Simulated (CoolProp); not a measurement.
Model: reference Helmholtz-energy equation of state, Lemmon and Jacobsen 2000, in CoolProp.

### Question
For R143a, give the phase and the Prandtl number, fugacity coefficient at 174.7 K and 4970 kPa; 279 K and 4970 kPa; 296.4 K and 4970 kPa.

### Answer
- 174.7 K and 4970 kPa: liquid; Prandtl number 3.77, fugacity coefficient 0.000951
- 279 K and 4970 kPa: liquid; Prandtl number 2.57, fugacity coefficient 0.147
- 296.4 K and 4970 kPa: liquid; Prandtl number 2.53, fugacity coefficient 0.222

Viscosity comes from a separate model (Klein 1997), an estimate that may be off by 10 % or more. Thermal conductivity comes from a separate model (McLinden 2000), an estimate that may be off by 10 % or more.
